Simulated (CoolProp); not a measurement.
The fluoroketone C6F12O (FK-5-1-12) along the isobar 2180 kPa: fugacity coefficient from the reference equation and from simpler models built on Tc = 441.8 K, pc = 1869 kPa, ω = 0.471; each cubic takes its own stable root.

Computed with CoolProp (reference Helmholtz-energy equation of state, McLinden 2015).

| T (K) | phase | reference |
|---|---|---|
| 187.5 | liquid | 4.808e-6 |
| 218.4 | liquid | 0.0001517 |
| 249.3 | liquid | 0.001682 |
| 280.1 | liquid | 0.009543 |
| 311 | liquid | 0.03482 |
| 341.8 | liquid | 0.09249 |
| 372.7 | liquid | 0.1958 |
| 403.5 | liquid | 0.3474 |
| 434.4 | liquid | 0.5352 |
| 465.2 | supercritical | 0.6834 |

Problem. How far does each simpler model (Redlich-Kwong, Soave-Redlich-Kwong, Peng-Robinson) lie from the reference over these 10 states: mean and median of the absolute difference, and the worst?

Solution. 
- Redlich-Kwong: mean 625.6 %, median 115.4 %, worst +3851.7 % at 187.5 K and 2180 kPa
- Soave-Redlich-Kwong: mean 6.2 %, median 3.1 %, worst +28.9 % at 187.5 K and 2180 kPa
- Peng-Robinson: mean 9.9 %, median 1.9 %, worst +58.5 % at 187.5 K and 2180 kPa
